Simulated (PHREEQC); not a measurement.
Consider water at 61 °C with 40 mmol/kgw ZnCl2, 0.092 mmol/kgw KCl and 0.057 mmol/kgw FeSO4. Closed to the air; pH follows from the charge balance.

Computed with PHREEQC (ion-association model, phreeqc.dat).

No solid was allowed to form.

Question: Order these S species by the share of S that they hold, largest first: FeSO4, ZnSO4, SO4-2.

Answer: ZnSO4 (52 %), SO4-2 (47 %), FeSO4 (0.11 %)

The pH is 4.90 and the ionic strength 0.102 mol/kgw. Constants without temperature data keep their 25 °C values here.
